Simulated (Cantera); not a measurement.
A Cantera script and what it prints.

```python
import numpy as np
import cantera as ct

gas_names = """
    H HO2 H2 H2O H2O2 O OH O2 O3 Si SiH SiH2 SiH3 SiH4 SiO SiO2 Si2 Si3
""".split()
cond_names = """
    H2O(s) H2O(L) Si(cr) Si(L) SiO2(Lqz) SiO2(hqz) SiO2(L)
""".split()


# ... load() reads the species with a 1 bar reference pressure and builds the phases ...
atoms = {
    'Si2H6': {'Si': 2, 'H': 6},
    'O2': {'O': 2},
}
top_T = {}  # K; cautious upper limits of use, not melting points


# ... equilibrate(T, P, feed) seeds the gas with the atoms and calls Mixture.equilibrate('TP', solver="vcs", rtol=1e-11, max_steps=5000) ...
results = []
feed = {'Si2H6': 1, 'O2': 1.5}  # mol
P = 1500  # Pa
for T in [723, 923, 1123, 1323, 1523, 1723, 1923]:
    mix = equilibrate(T, P, feed)
    results.append((T, P, feed, dict(zip(mix.species_names, mix.species_moles))))
    x = sorted(zip(gas.X, gas.species_names), reverse=True)
    print(f"T = {T:g} K  P = {P:g} Pa  gas = {mix.phase_moles(0):.4g} mol")
    print("   x: " + "  ".join(f"{s} {v:.3e}" for v, s in x if v > 0.001))
    print("   condensed (mol): " + ("  ".join(f"{mix.phase(i).name} {mix.phase_moles(i):.4g}"
          for i in range(1, mix.n_phases) if mix.phase_moles(i) > 1e-12) or "none"))
```

Result:

```
T = 723 K  P = 1500 Pa  gas = 3 mol
   x: H2 1.000e+00
   condensed (mol): Si(cr) 0.5  SiO2(Lqz) 1.5
T = 923 K  P = 1500 Pa  gas = 3 mol
   x: H2 1.000e+00
   condensed (mol): Si(cr) 0.5  SiO2(hqz) 1.5
T = 1123 K  P = 1500 Pa  gas = 3 mol
   x: H2 1.000e+00
   condensed (mol): Si(cr) 0.5  SiO2(hqz) 1.5
T = 1323 K  P = 1500 Pa  gas = 3.003 mol
   x: H2 9.991e-01
   condensed (mol): Si(cr) 0.4987  SiO2(hqz) 1.499
T = 1523 K  P = 1500 Pa  gas = 3.165 mol
   x: H2 9.476e-01  SiO 5.216e-02
   condensed (mol): Si(cr) 0.4174  SiO2(hqz) 1.417
T = 1723 K  P = 1500 Pa  gas = 4.003 mol
   x: H2 7.487e-01  SiO 2.499e-01  H 1.288e-03
   condensed (mol): SiO2(L) 0.9997
T = 1923 K  P = 1500 Pa  gas = 4.029 mol
   x: H2 7.372e-01  SiO 2.522e-01  H 6.604e-03  H2O 4.008e-03
   condensed (mol): SiO2(L) 0.9838
```

Equilibrium computed with Cantera from the NASA thermochemical tables; the gas is ideal and each condensed phase is pure. The feed counts by its element totals alone. Mutual solubility and eutectic melting of coexisting phases are not modelled. The tables hold silica as quartz up to 1696 K and as liquid above; real silica turns to tridymite and cristobalite and melts near 1996 K.
